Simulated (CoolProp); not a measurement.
Vapour-liquid equilibrium of n-butane (1) + R245fa (2) at 793 kPa; x and y are mole fractions of (1).

The numbers come from the multi-fluid Helmholtz-energy mixture model, Bücker 2006 and Akasaka 2015; pair parameters Bell 2016 in CoolProp.

| x | bubble temperature (°C) | y at the bubble point | dew temperature at overall composition x (°C) | liquid density (mol/L) |
|---|---|---|---|---|
| 0.05 | 74.8 | 0.148 | 78.4 | 8.792 |
| 0.125 | 68.9 | 0.302 | 75.7 | 8.842 |
| 0.2 | 65.0 | 0.402 | 72.8 | 8.850 |
| 0.275 | 62.5 | 0.468 | 70.0 | 8.834 |
| 0.35 | 61.0 | 0.514 | 67.0 | 8.809 |
| 0.425 | 60.0 | 0.549 | 64.1 | 8.785 |
| 0.5 | 59.4 | 0.577 | 61.4 | 8.770 |
| 0.575 | 59.2 | 0.604 | 59.5 | 8.768 |
| 0.65 | 59.1 | 0.632 | 59.2 | 8.781 |
| 0.725 | 59.4 | 0.666 | 60.5 | 8.808 |
| 0.8 | 60.2 | 0.711 | 62.6 | 8.846 |
| 0.875 | 61.9 | 0.778 | 64.9 | 8.883 |
| 0.95 | 65.3 | 0.887 | 67.4 | 8.900 |

y crosses x between x = 0.575 and 0.65: the model has an azeotrope there.

The pair parameters rest on a limited set of measurements; away from them the model extrapolates.
